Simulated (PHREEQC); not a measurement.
**Phosphoric acid bath (model solution)**

Dissolve 69 mmol/kgw NaH2PO4, 0.12 mmol/kgw HF and 0.0029 mmol/kgw H4SiO4 at 20 °C. Closed to the air; pH follows from the charge balance.

Computed with PHREEQC (ion-association model, wateq4f.dat).

* **pH**: 4.42
* **ionic strength**: 0.0692 mol/kgw
* **total alkalinity**: -0.120 meq/kg

```csv
species,molality,activity,log γ
Na+,0.0690,0.0556,-0.094
H2PO4-,0.0685,0.0556,-0.091
H3PO4,0.000289,0.000294,0.007
HPO4-2,0.000207,8.79e-5,-0.372
F-,0.000113,8.90e-5,-0.102
H+,4.53e-5,3.81e-5,-0.075
NaHPO4-,1.17e-5,9.53e-6,-0.091
HF,4.58e-6,4.66e-6,0.007
H4SiO4,2.90e-6,2.95e-6,0.007
NaF,2.80e-6,2.85e-6,0.007
HF2-,1.93e-9,1.52e-9,-0.102
```

Precipitation was switched off in this run. Complexes and solids missing from the database can't appear. H3PO4, which wateq4f.dat lacks, is added to it with the constant of phreeqc.dat. SiF6-2 is the database's only silicon fluoride.
